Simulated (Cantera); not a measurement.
Input: 1 mol PbO, a varied amount of O2, 0.32 mol H2, at 1550 K and 0.100 bar.

Equilibrium computed with Cantera from the NASA thermochemical tables; the gas is ideal and each condensed phase is pure. Candidate condensed phases: H2O, Pb, PbO, PbO2, Pb3O4; 12 gas species. Gases not in the tables: (PbO)n polymers. The numbers say what is thermodynamically allowed, not how fast it happens.

Problem. At 0.18 mol O2, list the 4 most abundant gas species with their mole fractions, and the condensed phases.

Solution. H2O 0.766, PbO 0.163, O2 0.0553, Pb 0.0151. Condensed: PbO(l).
